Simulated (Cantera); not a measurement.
Input (Python, Cantera):

```python
import numpy as np
import cantera as ct

gas = ct.Solution("gri30.yaml")
gas.TPX = 548, 24000, {'C3H8': 1, 'O2': 5.56, 'N2': 20.9}
inlet = ct.Reservoir(gas, clone=True)
gas.equilibrate("HP")  # start burning
reactor = ct.IdealGasConstPressureReactor(gas, energy="on", clone=False)
exhaust = ct.Reservoir(gas, clone=True)
tau = [0.024, 0.013, 0.007, 0.0038, 0.0021, 0.0011, 0.00061, 0.00033, 0.00018, 9.8e-05][0]
for a, b in ((inlet, reactor), (reactor, exhaust)):
    ct.MassFlowController(a, b, mdot=lambda t: reactor.mass / tau)
net = ct.ReactorNet([reactor])
show = ['C3H8', 'O2', 'CO2', 'CH3', 'CH2', 'HCN']

rows = []
print(f"{'tau/s':>10s}{'T/K':>9s}" + "".join(f"{s:>11s}" for s in show))
for tau in [0.024, 0.013, 0.007, 0.0038, 0.0021, 0.0011, 0.00061, 0.00033, 0.00018, 9.8e-05]:
    net.initial_time = 0.0
    net.advance(30 * tau)
    before = gas.X
    net.advance(40 * tau)
    drift = np.max(np.abs(gas.X - before) / (gas.X + 1e-9))
    rows.append([gas.T, *gas[show].X, drift])
    print(f"{tau:10.3e}{gas.T:9.1f}" + "".join(f"{x:11.3e}" for x in gas[show].X))
```

Result:

```
     tau/s      T/K       C3H8         O2        CO2        CH3        CH2        HCN
 2.400e-02   2125.5  1.114e-06  3.047e-02  8.062e-02  3.079e-06  3.712e-07  1.265e-07
 1.300e-02   2081.0  1.870e-06  3.209e-02  7.772e-02  4.894e-06  5.427e-07  1.285e-07
 7.000e-03   2035.4  3.190e-06  3.367e-02  7.496e-02  7.964e-06  8.049e-07  1.439e-07
 3.800e-03   1992.0  5.508e-06  3.519e-02  7.239e-02  1.318e-05  1.217e-06  1.781e-07
 2.100e-03   1952.9  9.600e-06  3.671e-02  6.989e-02  2.209e-05  1.883e-06  2.392e-07
 1.100e-03   1913.8  1.829e-05  3.870e-02  6.671e-02  4.022e-05  3.188e-06  3.619e-07
 6.100e-04   1878.1  3.469e-05  4.133e-02  6.258e-02  7.257e-05  5.457e-06  5.719e-07
 3.300e-04   1831.0  7.480e-05  4.614e-02  5.532e-02  1.450e-04  1.035e-05  1.005e-06
 1.800e-04   1736.8  2.202e-04  5.750e-02  4.051e-02  3.681e-04  2.317e-05  1.986e-06
 9.800e-05    548.0  3.642e-02  2.025e-01  2.118e-16  1.212e-18  4.176e-33  1.746e-20
```

Detailed kinetics in Cantera: GRI-Mech 3.0 (53 species, 325 reactions). GRI-Mech 3.0 was tuned for natural gas; its chemistry of propane as a main component is partial and can be far from experiment.
